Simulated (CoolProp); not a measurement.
Saturation properties of n-nonane (Tc = 594.5 K, pc = 2.282 MPa, ω = 0.443).

Values from CoolProp's reference Helmholtz-energy equation of state, Lemmon 2006. It is a short technical equation, of lower accuracy than the large ones.

```csv
T (K),p (MPa),liquid cp (kJ/(kg K)),vapour Z,surface tension (mN/m),liquid viscosity (µPa s),liquid conductivity (mW/(m K))
269.6,7.591e-5,2.110,0.9998,25.1,999,135
278.7,0.0001534,2.140,0.9996,24.3,860,132
287.8,0.0002939,2.171,0.9993,23.4,751,130
296.9,0.0005364,2.203,0.9988,22.5,664,127
305.9,0.0009319,2.236,0.9982,21.6,594,124
315,0.001566,2.271,0.9973,20.8,534,122
324.1,0.002540,2.306,0.9961,19.9,484,120
333.2,0.003988,2.343,0.9944,19.1,442,117
342.3,0.006079,2.380,0.9924,18.3,404,115
351.4,0.009021,2.417,0.9898,17.4,372,113
360.5,0.01306,2.455,0.9866,16.6,343,111
369.5,0.01842,2.493,0.9827,15.8,318,109
378.6,0.02556,2.532,0.9781,15.0,295,107
387.7,0.03479,2.572,0.9727,14.2,275,105
```

It boils at 423.9 K under 1 atm.

Viscosity comes from a separate model (Huber 2004). Thermal conductivity comes from a separate model (Huber 2005). Surface tension comes from a separate correlation (Mulero 2012).
